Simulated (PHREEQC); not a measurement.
# Buffer: an equilibrium model

Make-up at 25 °C: 0.046 mol/kgw NaHSO4, 0.09 mol/kgw NaF, 0.25 mol/kgw KCl and 0.06 mol/kgw H3PO4. Closed to the air; pH follows from the charge balance.

Model: ion-association model, phreeqc.dat, run in PHREEQC.

Precipitation was switched off in this run.

Question: Predict the pH.

Answer: pH 2.24.

Question: In which forms is S present?

Answer: SO4-2 60 %, KSO4- 21 %, HSO4- 10 %, NaSO4- 9.0 % of the S.
